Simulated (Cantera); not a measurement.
Input: 1 mol C2H2, 0.09 mol O2, 0.16 mol CO2, held at 1 atm.

Equilibrium computed with Cantera from the NASA thermochemical tables; the gas is ideal and each condensed phase is pure. Candidate condensed phases: C, C6H6, C7H8, C8H18, H2O; 110 gas species. The numbers say what is thermodynamically allowed, not how fast it happens.

x: gas mole fraction; n: condensed amount in mol.

| T (K) | x H2 | x CO | x H | x C2H2 (acetylene) | x CH4 | x H2O | x C4H2 | n C(graphite) |
|---|---|---|---|---|---|---|---|---|
| 1548 | 0.665 | 0.333 | 2.50e-5 | 1.04e-5 | 0.000920 | [?] | 6.30e-11 | 1.66 |
| 1698 | 0.666 | 0.333 | 0.000117 | 4.80e-5 | 0.000496 | [?] | 1.35e-9 | 1.66 |
| 1848 | 0.666 | 0.333 | 0.000430 | 0.000171 | 0.000296 | [?] | 1.75e-8 | 1.66 |
| 1998 | 0.665 | 0.333 | 0.00130 | 0.000504 | 0.000191 | [?] | 1.53e-7 | 1.66 |
| 2148 | 0.662 | 0.333 | 0.00337 | 0.00127 | 0.000131 | [?] | 9.86e-7 | 1.66 |
| 2298 | 0.657 | 0.332 | 0.00771 | 0.00281 | 9.41e-5 | [?] | 4.93e-6 | 1.65 |
| 2448 | 0.648 | 0.331 | 0.0159 | 0.00560 | 6.95e-5 | [?] | 2.00e-5 | 1.64 |
| 2598 | 0.631 | 0.328 | 0.0300 | 0.0102 | 5.20e-5 | [?] | 6.77e-5 | 1.63 |
| 2748 | 0.605 | 0.325 | 0.0525 | 0.0169 | 3.89e-5 | [?] | 0.000197 | 1.61 |

Task: Complete the blanks.

Result: 
- 1548, x H2O: 0.000276
- 1698, x H2O: 0.000110
- 1848, x H2O: 5.08e-5
- 1998, x H2O: 2.65e-5
- 2148, x H2O: 1.52e-5
- 2298, x H2O: 9.30e-6
- 2448, x H2O: 6.02e-6
- 2598, x H2O: 4.04e-6
- 2748, x H2O: 2.78e-6
